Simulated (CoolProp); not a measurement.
Values from CoolProp's reference Helmholtz-energy equation of state, de Vries 1995.

Q: For R124, give the phase and the density (kg/m³), cv (kJ/(kg K)), speed of sound (m/s), viscosity (µPa s) at 129.4 K and 470 kPa; 318 K and 10500 kPa.

A: 
- 129.4 K and 470 kPa: liquid; density 1830, cv 0.642, speed of sound 1250, viscosity 17800
- 318 K and 10500 kPa: liquid; density 1340, cv 0.785, speed of sound 542, viscosity 241

Viscosity comes from a separate model (Bell 2016), an estimate that may be off by 10 % or more.
